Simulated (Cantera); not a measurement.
A perfectly stirred reactor is fed with CH3OH : O2 : N2 = 1 : 2.03 : 7.62 (molar parts), equivalence ratio 0.74, at 5550 Torr; it is adiabatic with a 450 K inlet, and is followed from long to short residence time, starting on the burning branch (τ in s: 0.46, 0.16, 0.057, 0.02, 0.0072, 0.0026, 0.00091, 0.00032, 0.00011, 4e-05, 1.4e-05, 5.1e-06).

Detailed kinetics in Cantera: GRI-Mech 3.0 (53 species, 325 reactions). GRI-Mech 3.0 was tuned for natural gas; its chemistry of methanol as a main component is partial and can be far from experiment.

One state of this run: T (K) = 2024; x CH3OH = 2.33e-5; x O2 = 0.0485; x CO = 0.00312; x HCO = 5.62e-7; x O = 0.000370; x HCN = 6.07e-9. x: mole fraction; the columns are a selection and need not sum to one.

Which value of τ (s) does it belong to?
(A) 0.020
(B) 0.0026
(C) 0.00091
(D) 0.16

C, 0.00091
